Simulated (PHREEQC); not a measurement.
Spent oxide etchant

Dissolve 0.003 mol/kgw NH4HF2, 0.0018 mol/kgw (NH4)2SiF6 and 7.2e-05 mol/kgw HCl at 39 °C. Closed to the air; pH follows from the charge balance.

The numbers come from PHREEQC with the ion-association model, phreeqc.dat.

No solid was allowed to form.

Question: What pH does the model give?

Answer: pH 3.34.

Question: In which forms is F present?

Answer: SiF6-2 62 %, F- 21 %, HF 17 % of the F.

Constants without temperature data keep their 25 °C values here. SiF6-2 is the database's only silicon fluoride.
